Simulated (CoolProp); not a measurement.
Properties of trans-2-butene along the isotherm 525 K (Tc = 428.6 K, pc = 4019 kPa, ω = 0.210).

Computed with CoolProp (reference Helmholtz-energy equation of state, Lemmon 2005). It is a short technical equation, of lower accuracy than the large ones.

```csv
p (kPa),phase,Z,cp (kJ/(kg K)),cv (kJ/(kg K)),Joule-Thomson coefficient (K/MPa),isothermal compressibility (1/MPa),fugacity coefficient
19.1,gas,0.9992,2.367,2.219,4.980,52.40,0.9992
29.7,gas,0.9987,2.368,2.219,[?],33.71,0.9987
46.2,gas,0.9980,2.369,2.219,4.987,21.69,0.9980
72,gas,0.9968,2.370,2.219,4.993,13.93,0.9969
112,gas,0.9951,2.372,2.220,5.002,8.973,0.9951
174,gas,0.9924,2.374,2.221,5.016,5.791,0.9924
272,gas,0.9880,2.379,2.222,5.039,3.721,0.9881
423,gas,0.9814,2.386,2.224,5.074,2.409,0.9816
659,gas,0.9708,[?],2.227,5.129,1.564,0.9714
1030,gas,0.9542,2.418,2.232,5.217,1.018,[?]
1600,gas,0.9281,2.452,2.240,5.352,0.6746,0.9315
2490,gas,0.8866,2.515,2.253,5.557,0.4548,0.8948
3870,gas,0.8206,2.645,2.274,5.825,0.3172,0.8398
6030,supercritical,0.7180,2.944,2.309,5.887,0.2290,0.7592
```

Some entries are withheld; supply them.


- 29.7, Joule-Thomson coefficient (K/MPa): 4.983
- 659, cp (kJ/(kg K)): 2.398
- 1030, fugacity coefficient: 0.9556
